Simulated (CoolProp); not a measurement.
Saturation properties of propyne.

The numbers come from the reference Helmholtz-energy equation of state, Polt 1992 in CoolProp. This equation is an older, rougher fit; its heat capacities, sound speeds and derivatives of the liquid may be far off and weren't checked against measurements.

```tsv
T (°C)	p (kPa)	liquid density (kg/m³)	vapour density (kg/m³)	surface tension (mN/m)
20.55	511.3	618.6	___	12.0
24.65	576.6	611.9	10.48	___
28.85	650.0	605.1	11.77	___
33.05	730.4	598.2	13.19	10.3
37.15	816.1	591.4	14.71	9.81
41.35	___	584.3	16.42	___
45.55	1015	577.1	18.30	8.74
49.75	1128	569.8	___	8.22
53.85	1247	562.5	22.57	7.71
58.05	1379	554.8	25.04	7.19
62.25	1520	547.0	27.76	6.69
66.35	1669	539.1	30.67	6.20
```

Question: Some entries are withheld; supply them.

Answer: 
- 20.55, vapour density (kg/m³): 9.328
- 24.65, surface tension (mN/m): 11.4
- 28.85, surface tension (mN/m): 10.9
- 41.35, p (kPa): 911.6
- 41.35, surface tension (mN/m): 9.27
- 49.75, vapour density (kg/m³): 20.36

Surface tension comes from a separate correlation (Mulero 2012).
